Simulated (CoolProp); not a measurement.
Vapour-liquid equilibrium of hydrogen chloride (1) + propane (2) at 1480 kPa; x and y are mole fractions of (1).

Model: multi-fluid Helmholtz-energy mixture model, Thol 2018 and Lemmon 2009; pair parameters Bell 2016, in CoolProp.

```
x     bubble temperature, mixture model (°C)  bubble temperature, Raoult's law (°C)  y, mixture model  y, Raoult's law
----  --------------------------------------  -------------------------------------  ----------------  ---------------
0.05                                    33.2                                   35.8             0.203            0.203
0.2                                     10.3                                   19.1             0.580            0.559
0.35                                    -2.1                                    7.4             0.736            0.740
0.5                                     -8.9                                   -1.3             0.812            0.846
0.65                                   -13.2                                   -8.2             0.862            0.913
0.8                                    -16.4                                  -13.8             0.909            0.959
0.95                                   -19.1                                  -18.5             0.972            0.991
```

The largest gap from Raoult's law is -9.5 K in bubble temperature, at x = 0.35. No azeotrope shows between x = 0.05 and 0.95.

Pair parameters are fitted to limited data, so mixtures are less certain than the pure fluids.
